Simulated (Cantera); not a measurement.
An isothermal, constant-pressure homogeneous reactor starts with 0.552 % H2, 99.4 % O2, equivalence ratio 0.0028, at 1048 K and 10.00 Torr.

Model: the H2/O2 subset of GRI-Mech 3.0, which has no nitrogen chemistry, integrated in Cantera. Radical loss at walls, strong at low pressure, is not modelled.

x: mole fraction; the columns are a selection and need not sum to one.

```csv
t (s),x H2,x O2,x H2O2,x HO2,x OH,x H2O,x H
0.000400,0.00552,0.994,<1e-12,7.51e-11,5.58e-11,1.18e-11,2.29e-11
0.000795,0.00552,0.994,<1e-12,1.50e-10,1.38e-10,6.00e-11,3.45e-11
0.00158,0.00552,0.994,<1e-12,3.00e-10,3.68e-10,3.05e-10,6.78e-11
0.00314,0.00552,0.994,<1e-12,6.08e-10,1.38e-9,1.88e-9,2.16e-10
0.00624,0.00552,0.994,<1e-12,1.39e-9,1.24e-8,2.21e-8,1.84e-9
0.0124,0.00552,0.994,3.82e-12,1.79e-8,8.31e-7,1.56e-6,1.23e-7
0.0246,0.00288,0.992,8.57e-8,2.11e-6,0.000683,0.00216,0.000265
0.0490,2.67e-5,0.991,1.44e-8,1.11e-6,0.000269,0.00528,0.000172
0.0974,1.05e-5,0.992,1.07e-8,8.63e-7,0.000202,0.00537,9.53e-5
0.194,6.32e-6,0.993,1.05e-8,6.79e-7,0.000157,0.00543,4.47e-5
0.385,…,0.994,9.85e-9,…,…,0.00547,…
0.764,1.12e-6,0.994,8.64e-9,2.79e-7,6.71e-5,0.00550,3.51e-6
1.52,3.58e-7,0.994,6.69e-9,1.45e-7,3.85e-5,0.00552,6.60e-7
3.02,1.05e-7,0.994,4.32e-9,6.62e-8,2.13e-5,0.00553,1.11e-7
6.00,3.09e-8,0.994,2.27e-9,2.75e-8,1.17e-5,0.00553,1.84e-8
```

### Question
What belongs in the gaps?

### Answer

- 0.385, x H2: 2.99e-6
- 0.385, x HO2: 4.68e-7
- 0.385, x OH: 0.000108
- 0.385, x H: 1.47e-5
